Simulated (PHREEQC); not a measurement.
Model water analysis in mg/L, 25 °C, pH 2.94, pe 9.5:

```csv
constituent,mg/L
Na,134
K,72.8
Ca,75.8
Mg,68
Cl,24.9
S(6) as SO4,908
Fe(3),8.94
N(5) as NO3,29.8
Cd,0.989
Cu(2),1.7
```

Na is adjusted to close the charge balance.
Valence states are taken as typed.

The numbers come from PHREEQC with the ion-association model, phreeqc.dat.

Question: The ionic strength comes out as 0.0267 mol/kgw. What activity coefficients do Fe+3, CaHSO4+, FeSO4+, Fe(OH)2+, FeOH+2 get?

Answer: Fe+3 0.31, CaHSO4+ 0.86, FeSO4+ 0.86, Fe(OH)2+ 0.86, FeOH+2 0.55.

No solid was allowed to form. Examples of supersaturated solids here: Jarosite-K, Hematite (slow to form). Others may be too.
